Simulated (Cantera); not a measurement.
Input (Python, Cantera) and output of one run.

```python
import numpy as np
import cantera as ct

gas_names = """
    AL ALH ALO ALOH ALO2 ALO2H AL2 AL2O AL2O2 H HALO HO2 H2 H2O H2O2 O OH O2 O3 Si SiH SiH2 SiH3 SiH4
    SiO SiO2 Si2 Si3
""".split()
cond_names = """
    AL(cr) AL(L) AL2O3(a) AL2O3(L) AL2SiO5(an) AL6Si2O13(s) H2O(s) H2O(L) Si(cr) Si(L) SiO2(Lqz)
    SiO2(hqz) SiO2(L)
""".split()


# ... load() reads the species with a 1 bar reference pressure and builds the phases ...
atoms = {
    'SiO2': {'Si': 1, 'O': 2},
    'Al2O3': {'AL': 2, 'O': 3},
    'H2': {'H': 2},
}
top_T = {'AL2SiO5(an)': 2000, 'AL6Si2O13(s)': 2100}  # K; cautious upper limits of use, not melting points


# ... equilibrate(T, P, feed) seeds the gas with the atoms and calls Mixture.equilibrate('TP', solver="vcs", rtol=1e-11, max_steps=5000) ...
results = []
feed = {'SiO2': 1, 'Al2O3': 1.9, 'H2': 11}  # mol
T = 1998.15  # K
for P in [10, 42, 180, 750, 3200, 13000, 56000, 240000, 1000000]:
    mix = equilibrate(T, P, feed)
    results.append((T, P, feed, dict(zip(mix.species_names, mix.species_moles))))

top = {s: max(r[3][s] / sum(r[3][g] for g in gas_names) for r in results) for s in gas_names}
cols = sorted((s for s in top if top[s] > 1e-05), key=lambda s: -top[s])[:6]
seen = [c for c in cond_names if any(r[3].get(c, 0) > 1e-12 for r in results)]
print("log10 of partial pressures in bar; condensed amounts in mol")
print(f"{'P/Pa':>10s}" + "".join(f"{s[:9]:>10s}" for s in cols + seen))
for T, P, feed, n in results:
    ng = sum(n[g] for g in gas_names)
    print(f"{P:10.4g}" + "".join(f"{np.log10(max(n[s] / ng * P / 1e5, 1e-99)):10.3f}" for s in cols)
          + "".join(f"{n.get(c, 0):10.4g}" for c in seen))
```

Result:

```
log10 of partial pressures in bar; condensed amounts in mol
      P/Pa        H2         H       SiO       H2O        OH         O  AL2O3(a) AL6Si2O13
        10    -4.149    -4.869    -5.110    -5.119    -6.841    -7.697       1.9         0
        42    -3.490    -4.539    -4.471    -4.476    -6.527    -7.712       1.9         0
       180    -2.840    -4.215    -3.832    -3.833    -6.210    -7.720       1.9         0
       750    -2.184    -3.886    -3.387    -3.388    -6.093    -7.931     1.363     0.179
      3200    -1.523    -3.556    -3.057    -3.058    -6.092    -8.261    0.8668    0.3444
   1.3e+04    -0.900    -3.244    -2.746    -2.746    -6.092    -8.572    0.6316    0.4228
   5.6e+04    -0.259    -2.924    -2.425    -2.425    -6.092    -8.893    0.5116    0.4628
   2.4e+05     0.377    -2.606    -2.107    -2.107    -6.092    -9.211    0.4539     0.482
     1e+06     0.998    -2.295    -1.797    -1.796    -6.092    -9.521    0.4264    0.4912
```

Cantera equilibrium calculation (NASA polynomials, part measured and part estimated; ideal gas, pure solids and liquids). Mutual solubility and eutectic melting of coexisting phases are not modelled. The tables' values for SiO2, AlOH are old estimates; treat these amounts as uncertain. Condensed phases not in the tables: alloys, solid solutions and most ternary compounds. Gases not in the tables: Al(OH)3.
